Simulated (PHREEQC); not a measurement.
# Acid rinse or clean: speciation

A solution holds 0.018 mol/kgw HNO3, 0.035 mol/kgw AlCl3 and 0.00034 mol/kgw MnSO4, at 25 °C. It is in equilibrium with CO2 at log p = 0 (atm). Otherwise closed; pH follows from the charge balance.

Equilibrium calculation in PHREEQC: ion-association model, phreeqc.dat.

Each row changes one thing in this solution. Precipitation was switched off in this run.

| case | pH | (CO2)2 (mol/kgw) | AlOH+2 (mol/kgw) | HCO3- (mol/kgw) | Al(OH)2+ (mol/kgw) | SI of Gibbsite (Al(OH)3) |
|---|---|---|---|---|---|---|
| as made | 1.85 | 2.00e-5 | 1.00e-5 | 1.42e-6 | 2.21e-9 | -4.94 |
| HNO3 from 0.018 to 0.09 mol/kgw | 1.15 | 1.96e-5 | 1.98e-6 | 2.95e-7 | 8.23e-11 | -7.08 |
| MnSO4 replaced by Na2SO4 at the same molality | 1.85 | 2.00e-5 | 1.00e-5 | 1.42e-6 | 2.21e-9 | -4.94 |
| temperature from 25 to 45 °C | 1.85 | 1.42e-5 | 3.42e-5 | 1.05e-6 | 3.47e-8 | -3.91 |
| MnSO4 left out | 1.84 | 1.99e-5 | 1.01e-5 | 1.42e-6 | 2.22e-9 | -4.94 |
| temperature from 25 to 85 °C | 1.85 | 1.02e-5 | 0.000297 | 5.21e-7 | 2.42e-6 | -2.23 |
| HNO3 from 0.018 to 0.0198 mol/kgw | 1.80 | 1.99e-5 | 9.11e-6 | 1.30e-6 | 1.82e-9 | -5.07 |
| temperature from 25 to 10 °C | 1.84 | 2.90e-5 | 3.70e-6 | 1.72e-6 | 1.97e-10 | -5.82 |
| HNO3 left out | 3.44 | 2.00e-5 | 0.000393 | 5.57e-5 | 3.48e-6 | -0.15 |

At this temperature some constants are extrapolated from 25 °C, and those without enthalpy data are left unchanged.
